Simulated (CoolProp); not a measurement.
Values from CoolProp's reference Helmholtz-energy equation of state, Span 1996.

### Question
For carbon dioxide, give the phase and the viscosity (µPa s), conductivity (mW/(m K)) at 140.35 °C and 0.583 bar; 140.35 °C and 76.1 bar.

### Answer
- 140.35 °C and 0.583 bar: gas; viscosity 20.2, conductivity 25.8
- 140.35 °C and 76.1 bar: supercritical; viscosity 21.9, conductivity 30.2

Viscosity comes from a separate model (Laesecke 2017). Thermal conductivity comes from a separate model (Huber 2016).
